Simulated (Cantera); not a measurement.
An adiabatic, constant-volume homogeneous reactor starts with CH4 : H2 : O2 : N2 : CO2 = 1 : 0.032 : 1.44 : 5.41 : 0.57 (molar parts), at 1450 K and 1.00 atm. Integrator tolerance rtol = 1e-08.

Computed with Cantera and GRI-Mech 3.0 (53 species, 325 reactions).

Question: What does this change do: constant pressure in place of constant volume?

Answer: 
```json
[
 {"quantity": "time of steepest temperature rise", "before": "2.01 ms", "after": "2.16 ms"},
 {"quantity": "temperature at 0.100 s", "before": "2804 K", "after": "2621 K"},
 {"quantity": "equilibrium temperature", "before": "2804 K", "after": "2621 K"},
 {"quantity": "x(CH4) at 0.100 s", "before": "<1e-12 (gas-phase equilibrium <1e-12)", "after": "<1e-12 (gas-phase equilibrium <1e-12)"},
 {"quantity": "x(H2) at 0.100 s", "before": "0.0384 (gas-phase equilibrium 0.0384)", "after": "0.0368 (gas-phase equilibrium 0.0368)"},
 {"quantity": "x(O2) at 0.100 s", "before": "0.00452 (gas-phase equilibrium 0.00452)", "after": "0.00251 (gas-phase equilibrium 0.00251)"},
 {"quantity": "x(NO2) at 0.100 s", "before": "6.73e-7 (gas-phase equilibrium 6.73e-7)", "after": "2.31e-7 (gas-phase equilibrium 2.31e-7)"},
 {"quantity": "x(H2O) at 0.100 s", "before": "0.170 (gas-phase equilibrium 0.170)", "after": "0.177 (gas-phase equilibrium 0.177)"},
 {"quantity": "x(CH2) at 0.100 s", "before": "<1e-12 (gas-phase equilibrium <1e-12)", "after": "<1e-12 (gas-phase equilibrium <1e-12)"}
]
```

Question: What does this change do: O2 1.44 to 1.9 parts?

Answer: 
```tsv
quantity	before	after
time of steepest temperature rise	2.01 ms	1.41 ms
temperature at 0.100 s	2804 K	2887 K
equilibrium temperature	2804 K	2887 K
x(CH4) at 0.100 s	<1e-12 (gas-phase equilibrium <1e-12)	<1e-12 (gas-phase equilibrium <1e-12)
x(H2) at 0.100 s	0.0384 (gas-phase equilibrium 0.0384)	0.0224 (gas-phase equilibrium 0.0224)
x(O2) at 0.100 s	0.00452 (gas-phase equilibrium 0.00452)	0.0249 (gas-phase equilibrium 0.0249)
x(NO2) at 0.100 s	6.73e-7 (gas-phase equilibrium 6.73e-7)	3.84e-6 (gas-phase equilibrium 3.84e-6)
x(H2O) at 0.100 s	0.170 (gas-phase equilibrium 0.170)	0.171 (gas-phase equilibrium 0.171)
x(CH2) at 0.100 s	<1e-12 (gas-phase equilibrium <1e-12)	<1e-12 (gas-phase equilibrium <1e-12)
```
